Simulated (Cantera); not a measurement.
A closed system holds: 1 mol Si, 4 mol NF3, a varied amount of H2, at 1100 °C and 1000 Pa.

These are equilibrium values from Cantera (NASA tables, ideal gas, pure condensed phases), not measurements of a reactor. Candidate condensed phases: Si, Si3N4; 37 gas species. The tables' values for SiF3 are old estimates; treat these amounts as uncertain. Rates play no part.

Q: At 13 mol H2, list the 4 most abundant gas species with their mole fractions, and the condensed phases.

A: H2 0.450, HF 0.400, N2 0.1000, SiF4 0.0499. Condensed: gas only.
